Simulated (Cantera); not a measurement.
**Adiabatic ignition**

An adiabatic, constant-pressure homogeneous reactor starts with 3.49 % CH₃OH, 9.03 % O₂, 87.5 % N₂, equivalence ratio 0.58, at 1475 K and 1.10 bar.

Model: GRI-Mech 3.0 (53 species, 325 reactions), integrated in Cantera. GRI-Mech 3.0 was tuned for natural gas; its chemistry of methanol as a main component is partial and can be far from experiment.

```tsv
t (s)	T (K)	x CH₃OH	x O₂	x OH	x O	x CH₃	x CH₂O	x HCO
1.00e-5	1475	0.0348	0.0903	1.85e-7	2.84e-8	3.11e-6	1.66e-5	2.52e-10
2.47e-5	1475	0.0348	0.0902	2.22e-7	3.31e-8	6.03e-6	4.76e-5	9.37e-10
6.12e-5	1475	0.0347	0.0901	4.42e-7	4.99e-8	7.19e-6	0.000164	5.39e-9
0.000152	1476	0.0338	0.0897	2.10e-6	1.42e-7	3.57e-6	0.000911	8.35e-8
0.000375	1541	0.0163	0.0790	4.67e-5	3.67e-6	2.06e-6	0.00908	1.26e-5
0.000928	2009	<1e-12	0.0380	0.00446	0.00226	<1e-12	2.39e-12	1.21e-9
0.00230	2071	<1e-12	0.0372	0.00225	0.000479	<1e-12	<1e-12	3.04e-11
0.00569	2081	<1e-12	0.0371	0.00160	0.000235	<1e-12	<1e-12	5.44e-12
0.0141	2082	<1e-12	0.0371	0.00157	0.000226	<1e-12	<1e-12	4.96e-12
0.0348	2082	<1e-12	0.0370	0.00156	0.000225	<1e-12	<1e-12	4.95e-12
0.0862	2081	<1e-12	0.0369	0.00156	0.000224	<1e-12	<1e-12	4.93e-12
0.213	2080	<1e-12	0.0367	0.00155	0.000222	<1e-12	<1e-12	4.88e-12
0.528	2078	<1e-12	0.0363	0.00154	0.000218	<1e-12	<1e-12	4.78e-12
1.31	2075	<1e-12	0.0357	0.00151	0.000212	<1e-12	<1e-12	4.64e-12
3.23	2073	<1e-12	0.0352	0.00149	0.000207	<1e-12	<1e-12	4.53e-12
8.00	2073	<1e-12	0.0351	0.00149	0.000207	<1e-12	<1e-12	4.52e-12
```
x: mole fraction; the columns are a selection and need not sum to one.

The time of steepest temperature rise comes out as 0.470 ms and the temperature at 8.00 s is 2073 K. The equilibrium temperature comes out as 2073 K and the x(CH₃OH) at 8.00 s is <1e-12 (gas-phase equilibrium <1e-12). The x(O₂) at 8.00 s comes out as 0.0351 (gas-phase equilibrium 0.0351) and the x(OH) at 8.00 s comes out as 0.00149 (gas-phase equilibrium 0.00149).
